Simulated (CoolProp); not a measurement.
Sulfur dioxide along the isobar 66.6 bar: density (kg/m³) from the reference equation and from simpler models built on Tc = 157.5 °C, pc = 78.87 bar, ω = 0.256; each cubic takes its own stable root.

Values from CoolProp's reference Helmholtz-energy equation of state, Gao 2016.

```tsv
T (°C)	phase	reference	Redlich-Kwong	Soave-Redlich-Kwong	Peng-Robinson
-29.05	liquid	1519	1324	1357	1528
-6.45	liquid	1463	1274	1312	1480
16.05	liquid	1404	1220	1262	1425
38.65	liquid	1342	1160	1204	1361
61.25	liquid	1276	1092	1138	1288
83.85	liquid	1201	1014	1060	1199
106.45	liquid	1112	920.4	963.5	1090
129.05	liquid	993.8	795.0	833.1	939.0
151.65	gas	225.7	212.2	215.0	226.1
174.25	gas	169.6	169.4	166.8	173.5
196.75	gas	145.8	147.6	144.2	149.1
```
